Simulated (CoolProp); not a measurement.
Tetradecamethylhexasiloxane (MD4M) along the isotherm 150.55 °C: density (kg/m³) from the reference equation and from simpler models built on Tc = 380.0 °C, pc = 0.8286 MPa, ω = 0.800; each cubic takes its own stable root.

The numbers come from the reference Helmholtz-energy equation of state, Thol 2019 in CoolProp.

```tsv
p (MPa)	phase	reference	van der Waals	Peng-Robinson
0.921	liquid	765.6	428.8	761.8
1.84	liquid	768.3	439.0	765.6
2.76	liquid	771.0	447.2	769.1
3.68	liquid	773.5	453.9	772.4
4.6	liquid	776.0	459.7	775.5
5.52	liquid	778.3	464.7	778.4
6.44	liquid	780.6	469.0	781.1
7.36	liquid	782.9	472.9	783.7
8.29	liquid	785.1	476.5	786.2
```
